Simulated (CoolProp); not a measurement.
Octamethyltrisiloxane (MDM) along the isotherm 315.1 K: density (kg/m³) from the reference equation and from simpler models built on Tc = 565.4 K, pc = 1.438 MPa, ω = 0.528; each cubic takes its own stable root.

Computed with CoolProp (reference Helmholtz-energy equation of state, Thol 2017).

```tsv
p (MPa)	phase	reference	van der Waals	Redlich-Kwong	Peng-Robinson
0.225	liquid	798.5	459.4	678.8	807.8
0.449	liquid	798.8	460.8	679.7	808.2
0.674	liquid	799.2	462.2	680.7	808.7
0.898	liquid	799.6	463.5	681.7	809.1
1.12	liquid	799.9	464.8	682.6	809.6
1.35	liquid	800.3	466.1	683.5	810.0
1.57	liquid	800.6	467.2	684.4	810.5
1.8	liquid	801.0	468.4	685.3	810.9
2.02	liquid	801.4	469.5	686.2	811.3
2.25	liquid	801.7	470.6	687.1	811.8
2.47	liquid	802.1	471.7	687.9	812.2
2.7	liquid	802.4	472.7	688.8	812.6
2.92	liquid	802.8	473.7	689.6	813.0
3.14	liquid	803.1	474.7	690.4	813.4
3.37	liquid	803.4	475.7	691.2	813.9
3.59	liquid	803.8	476.6	692.0	814.2
```
